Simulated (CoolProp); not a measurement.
Normal hydrogen along the isotherm 26.2 K: Z from the reference equation and from simpler models built on Tc = 33.1 K, pc = 1.296 MPa, ω = -0.219; each cubic takes its own stable root.

Values from CoolProp's reference Helmholtz-energy equation of state, Leachman 2009.

| p (MPa) | phase | reference |
|---|---|---|
| 0.324 | gas | 0.8261 |
| 0.648 | liquid | 0.09458 |
| 0.972 | liquid | 0.1401 |
| 1.3 | liquid | 0.1852 |
| 1.62 | liquid | 0.2284 |
| 1.94 | liquid | 0.2709 |
| 2.27 | liquid | 0.3142 |
| 2.59 | liquid | 0.3556 |
| 2.92 | liquid | 0.3977 |
| 3.24 | liquid | 0.4382 |

Q: How far does each simpler model (van der Waals, Redlich-Kwong, Soave-Redlich-Kwong, Peng-Robinson) lie from the reference over these 10 states: mean and median of the absolute difference, and the worst?

A: 
- van der Waals: mean 22.9 %, median 24.8 %, worst +26.8 % at 26.2 K and 0.648 MPa
- Redlich-Kwong: mean 18.7 %, median 10.3 %, worst -94.8 % at 26.2 K and 0.324 MPa
- Soave-Redlich-Kwong: mean 4.4 %, median 4.8 %, worst -5.8 % at 26.2 K and 3.24 MPa
- Peng-Robinson: mean 13.8 %, median 15.2 %, worst -15.9 % at 26.2 K and 3.24 MPa

At some of these states Redlich-Kwong gives the other phase, because its saturation line lies elsewhere.
